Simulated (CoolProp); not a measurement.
Nitrous oxide along the isobar 19.6 MPa: Z from the reference equation and from simpler models built on Tc = 309.5 K, pc = 7.245 MPa, ω = 0.161; each cubic takes its own stable root.

The numbers come from the reference Helmholtz-energy equation of state, Lemmon 2006 in CoolProp. It is a short technical equation, of lower accuracy than the large ones.

```tsv
T (K)	phase	reference
257.9	liquid	0.3854
273.8	liquid	0.3827
289.8	liquid	0.3843
305.7	liquid	0.3914
321.7	supercritical	0.4064
337.7	supercritical	0.4329
353.6	supercritical	0.4756
369.6	supercritical	0.5344
385.5	supercritical	0.5987
401.5	supercritical	0.6590
417.4	supercritical	0.7107
433.4	supercritical	0.7546
```

### Question
How far does each simpler model (Redlich-Kwong, Soave-Redlich-Kwong) lie from the reference over these 12 states: mean and median of the absolute difference, and the worst?

### Answer
- Redlich-Kwong: mean 6.4 %, median 8.4 %, worst +10.7 % at 321.7 K and 19.6 MPa
- Soave-Redlich-Kwong: mean 10.0 %, median 9.7 %, worst +13.5 % at 353.6 K and 19.6 MPa
